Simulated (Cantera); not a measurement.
Gas mixture: 100 % CO, at 101000 Pa, frozen composition.

Cantera's kinetic-theory transport with the Lennard-Jones parameters of GRI-Mech 3.0, ideal gas; thermal conductivity in the multicomponent form.

One state of this run: ρ (kg/m³) = 0.379; cp (J/kg/K) = 1164; μ (µPa s) = 38.1; λ (mW/m/K) = 61.9; Pr = 0.716; D (cm²/s) H = 8.04; D (cm²/s) N₂ = 1.35; D (cm²/s) CO₂ = 1.08. D: mixture-averaged diffusion coefficient of that species in the mixture.

**Question.** Which value of T (K) does it belong to?
A. 900
B. 1650
C. 1150
D. 400

**Answer.** A, 900
